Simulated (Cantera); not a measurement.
## Silicon epitaxy and polysilicon growth: Si2H6 + Cl2 + H2

Charge: 1 mol Si2H6, 0.012 mol Cl2, 370 mol H2, equilibrated at 0.00200 bar.

Equilibrium computed with Cantera from the NASA thermochemical tables; the gas is ideal and each condensed phase is pure. Candidate condensed phases: Si; 19 gas species. The feed counts by its element totals alone. Gases not in the tables: Si2H6 and higher silanes. Equilibrium is a limit: real reactors are often held back by kinetics, nucleation or transport.

From 1125 °C to 1375 °C the condensed part is Si(s). At 1425 °C the condensed part is Si(l). The main Si-bearing gas is Si throughout.

```json
[
 {"T (°C)": "1125", "x H2": "1.000", "x H": "0.000106", "x Si": "3.90e-7", "x HCl": "6.43e-5", "x SiH": "8.78e-8", "x SiH2": "3.66e-7", "x Si2": "2.28e-10", "n Si(s)": "2.00", "n Si(l)": "0"},
 {"T (°C)": "1175", "x H2": "1.000", "x H": "0.000206", "x Si": "1.46e-6", "x HCl": "6.43e-5", "x SiH": "2.62e-7", "x SiH2": "7.48e-7", "x Si2": "1.27e-9", "n Si(s)": "2.00", "n Si(l)": "0"},
 {"T (°C)": "1225", "x H2": "1.000", "x H": "0.000384", "x Si": "5.02e-6", "x HCl": "6.43e-5", "x SiH": "7.26e-7", "x SiH2": "1.46e-6", "x Si2": "6.33e-9", "n Si(s)": "2.00", "n Si(l)": "0"},
 {"T (°C)": "1275", "x H2": "0.999", "x H": "0.000688", "x Si": "1.59e-5", "x HCl": "6.42e-5", "x SiH": "1.88e-6", "x SiH2": "2.72e-6", "x Si2": "2.83e-8", "n Si(s)": "1.99", "n Si(l)": "0"},
 {"T (°C)": "1325", "x H2": "0.999", "x H": "0.00119", "x Si": "4.68e-5", "x HCl": "6.42e-5", "x SiH": "4.59e-6", "x SiH2": "4.89e-6", "x Si2": "1.15e-7", "n Si(s)": "1.98", "n Si(l)": "0"},
 {"T (°C)": "1375", "x H2": "0.998", "x H": "0.00199", "x Si": "0.000129", "x HCl": "6.41e-5", "x SiH": "1.06e-5", "x SiH2": "8.46e-6", "x Si2": "4.29e-7", "n Si(s)": "1.94", "n Si(l)": "0"},
 {"T (°C)": "1425", "x H2": "0.996", "x H": "0.00323", "x Si": "0.000328", "x HCl": "6.39e-5", "x SiH": "2.28e-5", "x SiH2": "1.39e-5", "x Si2": "1.43e-6", "n Si(s)": "0", "n Si(l)": "1.86"}
]
```
x: gas mole fraction; n: condensed amount in mol.
